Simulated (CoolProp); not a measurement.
Model: reference Helmholtz-energy equation of state, Bücker 2006, in CoolProp.

Problem. For ethane, give the phase and the cp (kJ/(kg K)), cv (kJ/(kg K)), expansivity (1/kK), Prandtl number at 392.5 K and 923 kPa; 233.3 K and 3590 kPa.

Solution. 
- 392.5 K and 923 kPa: gas; cp 2.20, cv 1.88, expansivity 2.81, Prandtl number 0.761
- 233.3 K and 3590 kPa: liquid; cp 2.70, cv 1.49, expansivity 3.15, Prandtl number 2.11

Viscosity comes from a separate model (Friend 1991). Thermal conductivity comes from a separate model (Friend 1991).
